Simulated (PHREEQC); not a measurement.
**Metal-bearing waste water: an equilibrium model**

Consider water at 60 °C with 72 mmol/kgw FeCl3, 1.7 mmol/kgw Na2SeO4, 1.2 mmol/kgw NaF and 87 mmol/kgw NaCl. Closed to the air; pH follows from the charge balance.

The numbers come from PHREEQC with the ion-association model, wateq4f.dat.

Each row changes one thing in this solution. No solid was allowed to form.

```
case                                      pH  ionic strength (mol/kgw)  Cl- (mol/kgw)  FeCl+2 (mol/kgw)  FeOH+2 (mol/kgw)  Fe+3 (mol/kgw)  SI of Halite (NaCl)  SI of Goethite (FeOOH)
--------------------------------------  ----  ------------------------  -------------  ----------------  ----------------  --------------  -------------------  ----------------------
as made                                 1.83                     0.365          0.256            0.0404           0.00825         0.00745                -3.63                   +4.43
Na2SeO4 from 0.0017 to 0.00187 mol/kgw  1.83                     0.365          0.256            0.0404           0.00826         0.00745                -3.62                   +4.43
NaCl from 0.087 to 0.0957 mol/kgw       1.84                     0.372          0.264            0.0407           0.00821         0.00730                -3.57                   +4.44
Na2SeO4 left out                        1.83                     0.360          0.255            0.0406           0.00815         0.00749                -3.64                   +4.41
diluted 100-fold with water             3.02                   0.00349        0.00303           1.96e-6          0.000361         1.15e-5                -7.27                   +5.98
```

Species that the database lacks are ignored. Some of these states are supersaturated (in Hematite (slow to form), Goethite (slow to form), for instance). Constants without temperature data keep their 25 °C values here. Fluoro complexes past AlF4- and FeF3 are missing from the database.
